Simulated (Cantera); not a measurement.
A perfectly stirred reactor is fed with H2 : O2 : N2 : NO = 1 : 0.385 : 1.45 : 0.012 (molar parts), at 2.17 atm; it is adiabatic with a 425 K inlet, and is followed from long to short residence time, starting on the burning branch (τ in s: 0.23, 0.097, 0.04, 0.017, 0.0069, 0.0029, 0.0012, 0.00049, 0.0002, 8.4e-05, 3.5e-05, 1.4e-05).

Detailed kinetics in Cantera: GRI-Mech 3.0 (53 species, 325 reactions). The hydrogen kinetics of GRI-Mech 3.0 are dated; newer H2 mechanisms differ, most at raised pressure. The mechanism lacks 2 NO + O2 → 2 NO2 and HONO, so NO2 and the effect of NO are under-described below about 1400 K.

One state of this run: T (K) = 2342; x H2 = 0.0910; x O2 = 0.00103; x NO = 0.00316; x H = 0.0113; x H2O2 = 1.51e-7; x NO2 = 1.31e-7; x N2O = 1.30e-7. x: mole fraction; the columns are a selection and need not sum to one.

Question: Which value of τ (s) does it belong to?
(A) 0.0029
(B) 0.0012
(C) 0.017
(D) 3.5e-5

Answer: B, 0.0012
